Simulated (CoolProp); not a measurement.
A simple Rankine cycle with water: condensing at 305.15 K, boiler at 0.0369 MPa, turbine inlet 387.1 K, turbine efficiency 0.8, pump efficiency 0.6, no recuperator. Each further row changes one setting.

The numbers come from the reference Helmholtz-energy equation of state, Wagner 2002 in CoolProp.

| case | thermal efficiency (%) | net work (kJ/kg) | heat in (kJ/kg) | turbine exit temperature (K) | volume ratio over the turbine |
|---|---|---|---|---|---|
| as stated | 9.5 | 244 | 2580 | 305.1 | 5.89 |
| turbine inlet 407.1 K | 9.6 | 251 | 2620 | 305.1 | 5.68 |
| condensing temperature 297.15 K | 11.2 | 292 | 2610 | 297.1 | 9.03 |
| boiler pressure 0.0258 MPa | 7.9 | 204 | 2580 | 305.1 | 4.19 |
| turbine efficiency 0.7 | 8.3 | 213 | 2580 | 305.1 | 5.97 |

The expansion ends wet for: as stated; turbine inlet 407.1 K; condensing temperature 297.15 K; boiler pressure 0.0258 MPa; turbine efficiency 0.7.
